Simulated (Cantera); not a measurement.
A perfectly stirred reactor is fed with C₃H₈ : H₂ = 1 : 5.4 (molar parts), at 130000 Pa; it is held at 1475 K, and followed from long to short residence time.

Cantera simulation using GRI-Mech 3.0 (53 species, 325 reactions); the numbers are that mechanism's predictions, not measurements. GRI-Mech 3.0 was tuned for natural gas; its chemistry of propane as a main component is partial and can be far from experiment. GRI-Mech 3.0 stops at C3 and has no aromatics, soot or wall deposition, so with more carbon than oxygen in the feed, carbon stays in small species such as C2H2 where larger ones or solid carbon would form.

Task: What does this change do: pressure from 130000 Pa to 1300 Pa?

Result: 
```csv
quantity,before,after
x(C₃H₈) at τ = 0.830 s,3.53e-5,0.000179
x(H₂) at τ = 0.830 s,0.722,0.784
x(C₂H) at τ = 0.830 s,2.48e-9,9.95e-8
x(CH₃) at τ = 0.830 s,6.94e-5,0.000826
x(CH₄) at τ = 0.830 s,0.172,0.0826
x(C₃H₈) at τ = 40.0 ms,0.000415,0.00244
x(H₂) at τ = 40.0 ms,0.746,0.755
x(C₂H) at τ = 40.0 ms,6.05e-9,1.24e-7
x(CH₃) at τ = 40.0 ms,0.000130,0.00247
x(CH₄) at τ = 40.0 ms,0.133,0.118
```
Radical loss at walls, strong at low pressure, is not modelled.

Task: What does this change do: temperature 1475 to 1750 K?

Result: 
```tsv
quantity	before	after
x(C₃H₈) at τ = 0.830 s	3.53e-5	1.17e-6
x(H₂) at τ = 0.830 s	0.722	0.816
x(C₂H) at τ = 0.830 s	2.48e-9	2.32e-7
x(CH₃) at τ = 0.830 s	6.94e-5	0.000162
x(CH₄) at τ = 0.830 s	0.172	0.0348
x(C₃H₈) at τ = 40.0 ms	0.000415	2.33e-5
x(H₂) at τ = 40.0 ms	0.746	0.798
x(C₂H) at τ = 40.0 ms	6.05e-9	2.51e-7
x(CH₃) at τ = 40.0 ms	0.000130	0.000338
x(CH₄) at τ = 40.0 ms	0.133	0.0624
```
